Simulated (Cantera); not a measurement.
Input: 1 mol CaS, 0.14 mol H2S, 0.053 mol H2O, held at 1075 °C and 0.700 bar.

Cantera equilibrium calculation (NASA polynomials, part measured and part estimated; ideal gas, pure solids and liquids). Candidate condensed phases: Ca, CaO, Ca(OH)2, CaS, CaSO4, H2O, H2SO4, S; 25 gas species. The numbers say what is thermodynamically allowed, not how fast it happens.

Base state: H2S 0.447, H2O 0.246, H2 0.204, S2 0.101, SH 0.00119, SO2 0.000337, S2O 0.000156, SO 3.25e-5 (mole fractions); condensed: CaS(s).

**Question.** What changes in the equilibrium state with this change: temperature from 1075 °C to 677 °C?

**Answer.** 
```json
[
 {"species": "H2S", "before": "0.447", "after": "0.686"},
 {"species": "H2O", "before": "0.246", "after": "0.271"},
 {"species": "H2", "before": "0.204", "after": "0.0287"},
 {"species": "S2", "before": "0.101", "after": "0.0142"},
 {"species": "SO", "before": "3.25e-5", "after": "8.09e-8"},
 {"species": "SH", "before": "0.00119", "after": "1.03e-5"},
 {"species": "S2O", "before": "0.000156", "after": "1.58e-5"},
 {"species": "SO2", "before": "0.000337", "after": "4.92e-5"},
 {"species": "CaS(s), mol", "before": "1.00", "after": "1.00"}
]
```
Gases not in the tables: S3 to S7.
